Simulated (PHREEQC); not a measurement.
Nickel, zinc or cadmium bath: speciation

Consider water at 35 °C with 1.5 mmol/kgw CdCl2, 0.5 mmol/kgw KCl and 0.035 mmol/kgw H2SO4. Closed to the air; pH follows from the charge balance.

Equilibrium calculation in PHREEQC: ion-association model, wateq4f.dat.

The pH comes out as 4.18. The ionic strength is 0.00450 mol/kgw and the total alkalinity comes out as -0.0700 meq/kg.

```
species  molality  activity   log γ
-------  --------  --------  ------
Cl-       0.00321   0.00298  -0.032
Cd+2      0.00121  0.000899  -0.128
K+       0.000500  0.000464  -0.032
CdCl+    0.000284  0.000264  -0.032
H+        6.98e-5   6.53e-5  -0.029
SO4-2     2.88e-5   2.16e-5  -0.126
CdSO4     5.93e-6   5.93e-6   0.000
CdCl2     3.40e-6   3.40e-6   0.000
HSO4-     1.85e-7   1.72e-7  -0.032
```

Precipitation was switched off in this run.
